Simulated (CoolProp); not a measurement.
Computed with CoolProp (reference Helmholtz-energy equation of state, de Reuck 1990).

Question: For fluorine, give the phase and the density (kg/m³), Joule-Thomson coefficient (K/MPa), expansivity (1/kK), fugacity coefficient at 139.8 K and 9.52 MPa; 154.4 K and 9.52 MPa.

Answer: 
- 139.8 K and 9.52 MPa: liquid; density 1060, Joule-Thomson coefficient 0.338, expansivity 12.3, fugacity coefficient 0.375
- 154.4 K and 9.52 MPa: supercritical; density 804, Joule-Thomson coefficient 1.47, expansivity 30.5, fugacity coefficient 0.536
